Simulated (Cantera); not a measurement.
An adiabatic, constant-pressure homogeneous reactor starts with H2 : O2 : N2 = 1 : 1.32 : 4.95 (molar parts), at 1373 K and 29.0 bar. Integrator tolerance rtol = 1e-08.

Cantera simulation using the H2/O2 subset of GRI-Mech 3.0, which has no nitrogen chemistry; the numbers are that mechanism's predictions, not measurements. The hydrogen kinetics of GRI-Mech 3.0 are dated; newer H2 mechanisms differ, most at raised pressure. The pressure lies above the range GRI-Mech 3.0 was tuned for (to about 10 atm).

```tsv
quantity	before	after
time of steepest temperature rise	6.10 µs	5.22 µs
temperature at 0.300 s	2324 K	2767 K
equilibrium temperature	2324 K	2767 K
x(H2) at 0.300 s	0.000187 (gas-phase equilibrium 0.000187)	0.00323 (gas-phase equilibrium 0.00323)
x(O2) at 0.300 s	0.120 (gas-phase equilibrium 0.120)	0.0625 (gas-phase equilibrium 0.0625)
x(H) at 0.300 s	2.80e-5 (gas-phase equilibrium 2.80e-5)	0.000772 (gas-phase equilibrium 0.000772)
x(HO2) at 0.300 s	1.61e-5 (gas-phase equilibrium 1.61e-5)	3.76e-5 (gas-phase equilibrium 3.76e-5)
x(H2O) at 0.300 s	0.146 (gas-phase equilibrium 0.146)	0.226 (gas-phase equilibrium 0.226)
x(O) at 0.300 s	0.000369 (gas-phase equilibrium 0.000369)	0.00222 (gas-phase equilibrium 0.00222)
x(OH) at 0.300 s	0.00363 (gas-phase equilibrium 0.00363)	0.0147 (gas-phase equilibrium 0.0147)
```

### Question
Name the change that produced these shifts.
A) constant volume in place of constant pressure
B) O2 1.32 to 0.52 parts
C) initial temperature 1373 to 1575 K
D) H2 1 to 1.7 parts

### Answer
D, H2 1 to 1.7 parts
